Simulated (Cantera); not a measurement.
## Hydrogen reduction and annealing atmospheres: Al₂O₃ + H₂

Feed: 1 mol Al₂O₃, 0.76 mol H₂, held at 1330 Pa.

Cantera equilibrium calculation (NASA polynomials, part measured and part estimated; ideal gas, pure solids and liquids). Candidate condensed phases: Al, Al₂O₃, H₂O; 19 gas species. The tables' values for AlOH are old estimates; treat these amounts as uncertain. Rates play no part.

From 575 °C to 1925 °C the condensed part is Al₂O₃(s).

```csv
T (°C),x H₂,x H,x H₂O,x Al,x Al₂O,x AlOH,x AlH,x OH,n Al₂O₃(s)
575,1.00,1.65e-10,<1e-12,<1e-12,<1e-12,<1e-12,<1e-12,<1e-12,1.00
725,1.00,1.86e-8,5.10e-12,<1e-12,<1e-12,<1e-12,2.46e-12,<1e-12,1.00
875,1.000,6.20e-7,5.53e-10,1.99e-10,1.90e-12,2.84e-12,1.66e-10,<1e-12,1.00
1025,1.000,9.28e-6,2.18e-8,1.05e-8,2.52e-10,2.32e-10,3.64e-9,<1e-12,1.00
1175,1.000,7.98e-5,4.18e-7,2.23e-7,1.06e-8,7.26e-9,3.84e-8,<1e-12,1.00
1325,1.000,0.000461,4.66e-6,2.55e-6,2.06e-7,1.15e-7,2.48e-7,8.36e-11,1.000
1475,0.998,0.00198,3.45e-5,1.85e-5,2.27e-6,1.11e-6,1.12e-6,3.99e-9,1.000
1625,0.993,0.00675,0.000187,9.60e-5,1.65e-5,7.36e-6,3.91e-6,1.04e-7,1.000
1775,0.980,0.0192,0.000782,0.000384,8.65e-5,3.62e-5,1.11e-5,1.67e-6,1.000
1925,0.949,0.0470,0.00266,0.00124,0.000349,0.000140,2.63e-5,1.83e-5,0.999
```
x: gas mole fraction; n: condensed amount in mol.
